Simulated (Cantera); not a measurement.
Input (Python, Cantera) and output of one run.

```python
import numpy as np
import cantera as ct

gas_names = """
    H H2 H2S Ni NiS S SH S2 S8
""".split()
cond_names = """
    Ni(cr) Ni(L) NiS(b) NiS(a) NiS(L) NiS2(s) NiS2(L) Ni3S2(I) Ni3S2(II) Ni3S2(L) Ni3S4(s) S(cr1) S(cr2)
    S(L)
""".split()


# ... load() reads the species with a 1 bar reference pressure and builds the phases ...
atoms = {
    'NiS': {'Ni': 1, 'S': 1},
    'H2': {'H': 2},
}
top_T = {'Ni3S4(s)': 620}  # K; cautious upper limits of use, not melting points


# ... equilibrate(T, P, feed) seeds the gas with the atoms and calls Mixture.equilibrate('TP', solver="vcs", rtol=1e-11, max_steps=5000) ...
results = []
T = 2125  # K
P = 10000  # Pa
for m in [220, 260, 310, 360, 430, 500, 590, 690, 810, 950, 1100, 1300]:
    feed = {'NiS': 1, 'H2': m}  # mol
    mix = equilibrate(T, P, feed)
    results.append((T, P, feed, dict(zip(mix.species_names, mix.species_moles))))
    x = sorted(zip(gas.X, gas.species_names), reverse=True)
    print(f"T = {T:g} K  P = {P:g} Pa  n(H2) = {m:g} mol  gas = {mix.phase_moles(0):.4g} mol")
    print("   x: " + "  ".join(f"{s} {v:.3e}" for v, s in x if v > 1e-05))
    print("   condensed (mol): " + ("  ".join(f"{mix.phase(i).name} {mix.phase_moles(i):.4g}"
          for i in range(1, mix.n_phases) if mix.phase_moles(i) > 1e-12) or "none"))
```

Result:

```
T = 2125 K  P = 10000 Pa  n(H2) = 220 mol  gas = 222.6 mol
   x: H2 9.801e-01  H 1.137e-02  Ni 4.331e-03  H2S 2.072e-03  SH 1.433e-03  S 3.391e-04  S2 2.433e-04  NiS 1.624e-04
   condensed (mol): none
T = 2125 K  P = 10000 Pa  n(H2) = 260 mol  gas = 262.8 mol
   x: H2 9.813e-01  H 1.138e-02  Ni 3.686e-03  H2S 1.792e-03  SH 1.238e-03  S 2.929e-04  S2 1.815e-04  NiS 1.194e-04
   condensed (mol): none
T = 2125 K  P = 10000 Pa  n(H2) = 310 mol  gas = 313.1 mol
   x: H2 9.824e-01  H 1.138e-02  Ni 3.108e-03  H2S 1.533e-03  SH 1.059e-03  S 2.503e-04  S2 1.326e-04  NiS 8.606e-05
   condensed (mol): none
T = 2125 K  P = 10000 Pa  n(H2) = 360 mol  gas = 363.4 mol
   x: H2 9.833e-01  H 1.139e-02  Ni 2.687e-03  H2S 1.341e-03  SH 9.256e-04  S 2.187e-04  S2 1.012e-04  NiS 6.499e-05
   condensed (mol): none
T = 2125 K  P = 10000 Pa  n(H2) = 430 mol  gas = 433.8 mol
   x: H2 9.841e-01  H 1.139e-02  Ni 2.259e-03  H2S 1.140e-03  SH 7.869e-04  S 1.858e-04  S2 7.305e-05  NiS 4.643e-05
   condensed (mol): none
T = 2125 K  P = 10000 Pa  n(H2) = 500 mol  gas = 504.2 mol
   x: H2 9.847e-01  H 1.140e-02  Ni 1.949e-03  H2S 9.921e-04  SH 6.845e-04  S 1.616e-04  S2 5.524e-05  NiS 3.483e-05
   condensed (mol): none
T = 2125 K  P = 10000 Pa  n(H2) = 590 mol  gas = 594.7 mol
   x: H2 9.853e-01  H 1.140e-02  Ni 1.656e-03  H2S 8.503e-04  SH 5.865e-04  S 1.384e-04  S2 4.053e-05  NiS 2.536e-05
   condensed (mol): none
T = 2125 K  P = 10000 Pa  n(H2) = 690 mol  gas = 695.2 mol
   x: H2 9.858e-01  H 1.140e-02  Ni 1.420e-03  H2S 7.339e-04  SH 5.060e-04  S 1.194e-04  S2 3.016e-05  NiS 1.875e-05
   condensed (mol): none
T = 2125 K  P = 10000 Pa  n(H2) = 810 mol  gas = 815.9 mol
   x: H2 9.862e-01  H 1.140e-02  Ni 1.212e-03  H2S 6.303e-04  SH 4.345e-04  S 1.025e-04  S2 2.223e-05  NiS 1.374e-05
   condensed (mol): none
T = 2125 K  P = 10000 Pa  n(H2) = 950 mol  gas = 956.7 mol
   x: H2 9.865e-01  H 1.141e-02  Ni 1.035e-03  H2S 5.413e-04  SH 3.731e-04  S 8.800e-05  S2 1.638e-05  NiS 1.008e-05
   condensed (mol): none
T = 2125 K  P = 10000 Pa  n(H2) = 1100 mol  gas = 1108 mol
   x: H2 9.868e-01  H 1.141e-02  Ni 8.953e-04  H2S 4.701e-04  SH 3.240e-04  S 7.641e-05  S2 1.235e-05
   condensed (mol): none
T = 2125 K  P = 10000 Pa  n(H2) = 1300 mol  gas = 1309 mol
   x: H2 9.871e-01  H 1.141e-02  Ni 7.586e-04  H2S 4.001e-04  SH 2.757e-04  S 6.501e-05
   condensed (mol): none
```

Cantera equilibrium calculation (NASA polynomials, part measured and part estimated; ideal gas, pure solids and liquids).
